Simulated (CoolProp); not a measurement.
Ethanol along the isobar 2570 kPa: fugacity coefficient from the reference equation and from simpler models built on Tc = 241.6 °C, pc = 6268 kPa, ω = 0.644; each cubic takes its own stable root.

The numbers come from the reference Helmholtz-energy equation of state, Schroeder 2014 in CoolProp.

```csv
T (°C),phase,reference,Redlich-Kwong,Soave-Redlich-Kwong
-24.45,liquid,(withheld),0.003675,6.962e-5
0.05,liquid,0.0006659,0.01303,0.0005563
24.55,liquid,(withheld),0.03543,0.002932
49.05,liquid,0.01142,(withheld),0.01127
73.55,liquid,0.03326,0.1520,0.03390
98.05,liquid,0.08140,0.2601,0.08403
122.55,liquid,0.1724,0.4057,(withheld)
147.05,liquid,(withheld),0.5871,0.3321
171.55,liquid,0.5474,0.7914,(withheld)
196.05,gas,0.8067,0.8215,0.8029
220.55,gas,0.8508,(withheld),0.8385
245.05,gas,0.8827,0.8661,0.8672
269.55,gas,0.9065,0.8830,0.8907
294.05,gas,0.9245,0.8973,(withheld)
318.55,gas,0.9384,0.9095,0.9262
```

**Question.** What belongs in the gaps?

**Answer.** 
- -24.45, reference: 9.873e-5
- 24.55, reference: 0.003159
- 49.05, Redlich-Kwong: 0.07909
- 122.55, Soave-Redlich-Kwong: 0.1782
- 147.05, reference: 0.3236
- 171.55, Soave-Redlich-Kwong: 0.5552
- 220.55, Redlich-Kwong: 0.8459
- 294.05, Soave-Redlich-Kwong: 0.9101

At some of these states Redlich-Kwong gives the other phase, because its saturation line lies elsewhere.
